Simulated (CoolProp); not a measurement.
Nitrous oxide at several states: fugacity coefficient from the reference equation and from simpler models built on Tc = 309.5 K, pc = 7.245 MPa, ω = 0.161; each cubic takes its own stable root.

The numbers come from the reference Helmholtz-energy equation of state, Lemmon 2006 in CoolProp. It is a short technical equation, of lower accuracy than the large ones.

```
T (K)  p (MPa)          phase  reference
-----  -------  -------------  ---------
367.1   0.0552            gas     0.9985
417.3     42.5  supercritical     0.5821
472.4     24.3  supercritical     0.7935
288.6     5.11         liquid     0.6602
500       2.46            gas     0.9794
```

### Question
How far does each simpler model (van der Waals, Soave-Redlich-Kwong) lie from the reference over these 5 states: mean and median of the absolute difference, and the worst?

### Answer
- van der Waals: mean 5.3 %, median 4.1 %, worst +13.5 % at 288.6 K and 5.11 MPa
- Soave-Redlich-Kwong: mean 3.3 %, median 1.7 %, worst +9.6 % at 417.3 K and 42.5 MPa

At some of these states van der Waals gives the other phase, because its saturation line lies elsewhere.
